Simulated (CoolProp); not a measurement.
A simple Rankine cycle with hexamethyldisiloxane (MM): condensing at 324.15 K, boiler at 0.238 MPa, turbine inlet 446.1 K, turbine efficiency 0.9, pump efficiency 0.6, no recuperator. Each further row changes one setting.

Model: reference Helmholtz-energy equation of state, Thol 2016, in CoolProp.

| case | thermal efficiency (%) | net work (kJ/kg) | heat in (kJ/kg) | turbine exit temperature (K) | volume ratio over the turbine |
|---|---|---|---|---|---|
| as stated | 11.6 | ? | 421 | 416.3 | 13.1 |
| turbine inlet 466.1 K | 11.1 | 51.2 | ? | 436.1 | 13.0 |
| condensing temperature 316.15 K | 12.6 | 55.1 | 437 | 412.6 | 18.3 |
| boiler pressure 0.167 MPa | 10.1 | 42.6 | ? | 420.8 | 9.04 |
| turbine efficiency 0.8 | 10.3 | ? | 421 | 419.3 | 13.2 |

Question: Fill in the missing entries.

Answer: 
- as stated, net work (kJ/kg): 48.7
- turbine inlet 466.1 K, heat in (kJ/kg): 460
- boiler pressure 0.167 MPa, heat in (kJ/kg): 423
- turbine efficiency 0.8, net work (kJ/kg): 43.2
